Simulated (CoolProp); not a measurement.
C2F6 (R116) at 293.15 K and 11.9 MPa flows at 1.5 m/s in a round tube of 1 mm bore and 0.25 µm roughness, fully developed (64/Re and Nu = 3.66 if laminar; Colebrook and Gnielinski if turbulent). Each further row changes one setting.

Values from CoolProp's reference Helmholtz-energy equation of state, Lemmon 2006. It is a short technical equation, of lower accuracy than the large ones.

```json
[
 {"case": "as stated", "Reynolds number": "13400", "Darcy friction factor": "(withheld)", "pressure drop (Pa/m)": "39900", "heat-transfer coefficient (W/(m² K))": "3830", "mass flow (kg/h)": "5.18"},
 {"case": "velocity 3 m/s", "Reynolds number": "26800", "Darcy friction factor": "0.0247", "pressure drop (Pa/m)": "(withheld)", "heat-transfer coefficient (W/(m² K))": "7030", "mass flow (kg/h)": "10.4"},
 {"case": "diameter 2 mm", "Reynolds number": "26800", "Darcy friction factor": "0.0244", "pressure drop (Pa/m)": "(withheld)", "heat-transfer coefficient (W/(m² K))": "3480", "mass flow (kg/h)": "20.7"}
]
```

Problem. Fill in the missing entries.

Solution. 
- as stated, Darcy friction factor: 0.0291
- velocity 3 m/s, pressure drop (Pa/m): 136000
- diameter 2 mm, pressure drop (Pa/m): 16800

Viscosity comes from a separate model (Huber 2003), an estimate that may be off by 10 % or more. Thermal conductivity comes from a separate model (Huber 2003), an estimate that may be off by 10 % or more.
